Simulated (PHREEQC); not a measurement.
# Acid mine or pickling water (model solution)

A made-up water analysis in mmol/kgw, 20 °C, pH 1.97, pe 11.6:

```
constituent  mmol/kgw
-----------  --------
Na               10.9
K                1.35
Ca                  5
Mg               2.76
Cl              0.905
S(6)               24
Si              0.101
```

Na is adjusted to close the charge balance.
Valence states are taken as typed.

Equilibrium calculation in PHREEQC: ion-association model, phreeqc.dat.

No solid was allowed to form.

Q: Estimate the ionic strength, density.

A: ionic strength 0.0546 mol/kgw; density 1.001 g/cm³.

Q: In which forms is S present?

A: SO4-2 57 %, HSO4- 30 %, CaSO4 6.7 %, MgSO4 4.3 %, NaSO4- 1.5 %, CaHSO4+ 0.5 % of the S.

Saturation is exceeded, for instance for Quartz (slow to form); the values hold only as long as no solid forms.
